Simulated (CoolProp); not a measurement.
The fluoroketone C6F12O (FK-5-1-12) along the isotherm 226.85 °C: fugacity coefficient from the reference equation and from simpler models built on Tc = 168.7 °C, pc = 1869 kPa, ω = 0.471; each cubic takes its own stable root.

Values from CoolProp's reference Helmholtz-energy equation of state, McLinden 2015.

| p (kPa) | phase | reference | van der Waals | Redlich-Kwong | Peng-Robinson |
|---|---|---|---|---|---|
| 312 | gas | 0.9637 | 0.9636 | 0.9608 | 0.9602 |
| 623 | gas | 0.9286 | 0.9276 | 0.9225 | 0.9218 |
| 935 | gas | 0.8943 | 0.8917 | 0.8849 | 0.8845 |
| 1250 | gas | 0.8605 | 0.8557 | 0.8476 | 0.8482 |
| 1560 | gas | 0.8279 | 0.8202 | 0.8116 | 0.8136 |
| 1870 | supercritical | 0.7959 | 0.7846 | 0.7762 | 0.7803 |
| 2180 | supercritical | 0.7646 | 0.7487 | 0.7414 | 0.7482 |
| 2490 | supercritical | 0.7340 | 0.7123 | 0.7072 | 0.7174 |
| 2800 | supercritical | 0.7043 | 0.6757 | 0.6740 | 0.6880 |
| 3120 | supercritical | 0.6747 | 0.6396 | 0.6411 | 0.6594 |
| 3430 | supercritical | 0.6473 | 0.6085 | 0.6114 | 0.6334 |
| 3740 | supercritical | 0.6215 | 0.5815 | 0.5846 | 0.6094 |
| 4050 | supercritical | 0.5977 | 0.5582 | 0.5607 | 0.5874 |
| 4360 | supercritical | 0.5759 | 0.5381 | 0.5395 | 0.5675 |
| 4670 | supercritical | 0.5563 | 0.5207 | 0.5208 | 0.5494 |
